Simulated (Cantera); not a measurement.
What does this Cantera script print?

```python
import numpy as np
import cantera as ct

gas = ct.Solution("gri30.yaml")
gas.TPX = 1200, 101325, {'CO': 0.0018, 'O2': 0.015, 'H2O': 0.0023, 'N2': 1}
reactor = ct.IdealGasConstPressureReactor(gas, energy="off", clone=False)
net = ct.ReactorNet([reactor])
net.rtol, net.atol = 1e-08, 1e-18
show = ['CO', 'O2', 'H2O', 'NO', 'CO2', 'H2']
times = np.geomspace(6e-06, 200, 14)

steps = ct.SolutionArray(gas, extra=["t"])
rows = []
print(f"{'t/s':>10s}{'T/K':>9s}{'P/Pa':>11s}" + "".join(f"{s:>11s}" for s in show))
for t in times:
    while net.time < t:
        t_next = net.step()
        steps.append(gas.state, t=t_next)
    rows.append([np.interp(t, steps.t, y) for y in (steps.T, steps.P, *steps(*show).X.T)])
    print(f"{t:10.3e}{rows[-1][0]:9.1f}{rows[-1][1]:11.4g}" + "".join(f"{x:11.3e}" for x in rows[-1][2:]))
rate = np.gradient(steps.T, steps.t)
print("integrator steps:", len(steps.t))
if steps.T.max() > steps.T[0] + 200:
    print(f"time of steepest temperature rise: {steps.t[rate.argmax()]:.4e} s")
gas.TPX = 1200, 101325, {'CO': 0.0018, 'O2': 0.015, 'H2O': 0.0023, 'N2': 1}
gas.equilibrate("TP")
print(f"equilibrium (TP): T = {gas.T:.1f} K  " + "  ".join(f"{s} {gas[s].X[0]:.3e}" for s in show))
```

It prints:

```
       t/s      T/K       P/Pa         CO         O2        H2O         NO        CO2         H2
 6.000e-06   1200.0  1.013e+05  1.766e-03  1.472e-02  2.257e-03  5.265e-22  7.806e-12  1.158e-18
 2.274e-05   1200.0  1.013e+05  1.766e-03  1.472e-02  2.257e-03  9.420e-21  2.962e-11  6.738e-17
 8.620e-05   1200.0  1.013e+05  1.766e-03  1.472e-02  2.257e-03  1.633e-19  1.130e-10  4.380e-15
 3.267e-04   1200.0  1.013e+05  1.766e-03  1.472e-02  2.257e-03  2.491e-18  4.542e-10  2.682e-13
 1.238e-03   1200.0  1.013e+05  1.766e-03  1.472e-02  2.257e-03  4.147e-17  2.863e-09  1.422e-11
 4.694e-03   1200.0  1.013e+05  1.766e-03  1.472e-02  2.257e-03  3.831e-15  1.811e-07  2.092e-09
 1.779e-02   1200.0  1.013e+05  1.123e-03  1.437e-02  2.235e-03  4.568e-09  6.439e-04  8.021e-06
 6.744e-02   1200.0  1.013e+05  1.641e-04  1.392e-02  2.253e-03  2.184e-08  1.604e-03  1.094e-06
 2.556e-01   1200.0  1.013e+05  1.181e-05  1.385e-02  2.257e-03  3.033e-08  1.756e-03  7.232e-08
 9.689e-01   1200.0  1.013e+05  5.345e-07  1.385e-02  2.258e-03  3.342e-08  1.767e-03  4.897e-09
 3.673e+00   1200.0  1.013e+05  8.714e-09  1.385e-02  2.259e-03  3.453e-08  1.768e-03  7.586e-10
 1.392e+01   1200.0  1.013e+05  3.324e-10  1.385e-02  2.259e-03  3.482e-08  1.768e-03  2.905e-10
 5.277e+01   1200.0  1.013e+05  2.621e-10  1.385e-02  2.259e-03  3.485e-08  1.768e-03  2.439e-10
 2.000e+02   1200.0  1.013e+05  2.621e-10  1.385e-02  2.259e-03  3.494e-08  1.768e-03  2.439e-10
integrator steps: 1508
equilibrium (TP): T = 1200.0 K  CO 2.624e-10  O2 1.382e-02  H2O 2.259e-03  NO 5.631e-05  CO2 1.768e-03  H2 2.442e-10
```

Computed with Cantera and GRI-Mech 3.0 (53 species, 325 reactions).
